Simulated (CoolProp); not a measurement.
Saturated liquid density (kg/m³) of R1336mzz(Z): the reference equation beside estimates from Tc = 171.3 °C, pc = 2.904 MPa, ω = 0.386. Rackett uses Z = 0.29056 − 0.08775 ω.

Values from CoolProp's reference Helmholtz-energy equation of state, McLinden 2020.

| T (°C) | reference | Rackett | van der Waals | Redlich-Kwong | Soave-Redlich-Kwong |
|---|---|---|---|---|---|
| -6.55 | 1444 | 1430 | 794.7 | 1170 | 1227 |
| -1.95 | 1433 | 1419 | 789.0 | 1160 | 1219 |
| 2.75 | 1421 | ___ | 783.1 | 1150 | 1210 |
| 7.35 | 1410 | 1396 | ___ | 1140 | 1201 |
| 12.05 | 1398 | 1385 | 771.2 | 1129 | 1191 |
| 16.65 | 1386 | 1373 | 765.2 | 1119 | 1182 |
| 21.35 | 1374 | 1361 | 758.9 | 1108 | 1172 |
| 26.05 | 1362 | 1349 | 752.5 | 1096 | 1161 |
| 30.65 | 1350 | 1337 | 746.2 | 1085 | 1151 |
| 35.35 | 1337 | 1324 | 739.5 | 1073 | 1140 |
| 39.95 | 1325 | 1311 | 732.9 | 1062 | 1129 |
| 44.65 | 1312 | 1299 | 726.0 | 1049 | 1118 |
| 49.25 | 1299 | 1286 | 719.1 | ___ | 1106 |
| 53.95 | 1286 | 1272 | 711.9 | 1024 | 1093 |
| 58.55 | 1273 | 1259 | 704.7 | ___ | 1081 |

Task: Some entries are withheld; supply them.

Result: 
- 2.75, Rackett: 1408
- 7.35, van der Waals: 777.3
- 49.25, Redlich-Kwong: 1037
- 58.55, Redlich-Kwong: 1011

Absolute difference from the reference over all 15 rows, mean and median: Rackett 1.0 and 1.0 %, van der Waals 44.8 and 44.8 %, Redlich-Kwong 19.6 and 19.5 %, Soave-Redlich-Kwong 14.8 and 14.8 %.
